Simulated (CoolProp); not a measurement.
Vapour-liquid equilibrium of carbon monoxide (1) + methane (2) at -174.65 °C; x and y are mole fractions of (1).

Values from CoolProp's multi-fluid Helmholtz-energy mixture model, Lemmon 2006 and Setzmann 1991; pair parameters Kunz 2012.

| x | bubble pressure (kPa) | y at the bubble point | dew pressure at overall composition x (kPa) | liquid density (mol/L) |
|---|---|---|---|---|
| 0.05 | 56.40 | 0.500 | 30.81 | 27.45 |
| 0.2 | 142.1 | 0.826 | 36.31 | 27.32 |
| 0.35 | 223.7 | 0.906 | 44.19 | 27.14 |
| 0.5 | 293.3 | 0.940 | 56.44 | 26.89 |
| 0.65 | 351.2 | 0.960 | 78.07 | 26.57 |
| 0.8 | 404.4 | 0.975 | 126.6 | 26.15 |
| 0.95 | 463.3 | 0.993 | 321.5 | 25.65 |

No azeotrope shows between x = 0.05 and 0.95.

Pair parameters are fitted to limited data, so mixtures are less certain than the pure fluids.
